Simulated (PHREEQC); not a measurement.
Make-up at 25 °C: 27 mmol/kgw NaH2PO4 and 0.17 mmol/kgw HNO3. Closed to the air; pH follows from the charge balance.

Computed with PHREEQC (ion-association model, phreeqc.dat).

Each row changes one thing in this solution. Precipitation was switched off in this run.

```
case                                    pH  ionic strength (mol/kgw)  H3PO4 (mol/kgw)  HPO4-2 (mol/kgw)  NaHPO4- (mol/kgw)
------------------------------------  ----  ------------------------  ---------------  ----------------  -----------------
as made                               4.30                    0.0271         0.000168           5.29e-5            1.51e-6
HNO3 from 0.00017 to 0.00085 mol/kgw  3.71                    0.0272         0.000643           1.34e-5            3.81e-7
diluted 10-fold with water            4.72                   0.00273          7.15e-6           1.03e-5            4.32e-8
temperature from 25 to 55 °C          4.37                    0.0271         0.000197           7.37e-5            2.03e-6
temperature from 25 to 10 °C          4.26                    0.0271         0.000153           4.37e-5            1.27e-6
NaH2PO4 from 0.027 to 0.0297 mol/kgw  4.32                    0.0298         0.000178           6.11e-5            1.87e-6
temperature from 25 to 80 °C          4.42                    0.0271         0.000221           9.31e-5            2.48e-6
```

Away from 25 °C the constants follow the database's enthalpies or fits; those with neither stay at their 25 °C values.
